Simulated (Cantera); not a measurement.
An isothermal, constant-pressure homogeneous reactor starts with C2H4 : H2 : N2 = 1 : 8.6 : 0.013 (molar parts), at 1500 K and 0.0132 atm.

Model: GRI-Mech 3.0 (53 species, 325 reactions), integrated in Cantera. GRI-Mech 3.0 was tuned for natural gas; its chemistry of ethylene as a main component is partial and can be far from experiment. GRI-Mech 3.0 stops at C3 and has no aromatics, soot or wall deposition, so with more carbon than oxygen in the feed, carbon stays in small species such as C2H2 where larger ones or solid carbon would form. Radical loss at walls, strong at low pressure, is not modelled.

x: mole fraction; the columns are a selection and need not sum to one.

| t (s) | x C2H4 | x H2 | x CH3 | x C2H6 | x H | x C2H |
|---|---|---|---|---|---|---|
| 1.00e-5 | 0.104 | 0.895 | <1e-12 | 2.37e-12 | 7.48e-10 | <1e-12 |
| 3.46e-5 | 0.104 | 0.895 | <1e-12 | 2.34e-11 | ? | <1e-12 |
| 0.000119 | 0.104 | 0.895 | <1e-12 | 1.68e-10 | ? | <1e-12 |
| 0.000412 | 0.104 | 0.895 | 8.93e-12 | 8.05e-10 | ? | <1e-12 |
| 0.00143 | 0.104 | 0.895 | 4.66e-11 | 3.49e-9 | ? | <1e-12 |
| 0.00492 | 0.103 | 0.895 | 2.45e-10 | 1.77e-8 | ? | <1e-12 |
| 0.0170 | 0.101 | 0.895 | 1.49e-9 | 1.07e-7 | ? | 8.50e-12 |
| 0.0588 | 0.0942 | 0.896 | 8.14e-9 | 5.49e-7 | ? | 1.20e-10 |
| 0.203 | 0.0667 | 0.898 | 2.17e-8 | 9.52e-7 | ? | 9.91e-10 |
| 0.702 | 0.0153 | 0.903 | 5.20e-8 | 3.64e-7 | ? | 4.38e-9 |
| 2.42 | 0.000319 | 0.904 | 3.45e-7 | 1.78e-8 | 0.000142 | 2.78e-8 |
| 8.38 | 0.000318 | 0.904 | 5.44e-7 | 1.80e-8 | 0.000147 | 2.87e-8 |
| 28.9 | 0.000318 | 0.904 | 1.19e-6 | 1.81e-8 | 0.000147 | 2.87e-8 |
| 100 | 0.000317 | 0.904 | 3.31e-6 | 1.96e-8 | 0.000147 | 2.86e-8 |

### Question
What belongs in the gaps?

### Answer

- 3.46e-5, x H: 2.91e-9
- 0.000119, x H: 1.09e-8
- 0.000412, x H: 3.90e-8
- 0.00143, x H: 1.36e-7
- 0.00492, x H: 4.76e-7
- 0.0170, x H: 1.71e-6
- 0.0588, x H: 6.38e-6
- 0.203, x H: 1.40e-5
- 0.702, x H: 2.62e-5
